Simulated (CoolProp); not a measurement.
CF4 (R14) at 491.35 K and 7.81 MPa is throttled through a valve to 4.58 MPa with no heat exchange. Each further row changes one setting.

Model: reference Helmholtz-energy equation of state, Platzer 1990, in CoolProp. This equation is an older, rougher fit.

```tsv
case	temperature change (K)	final phase	final density (kg/m³)
as stated	-4.6	supercritical	99.5
outlet pressure 1.37 MPa	-9.9	gas	30.1
outlet pressure 5.95 MPa	-2.6	supercritical	128
```
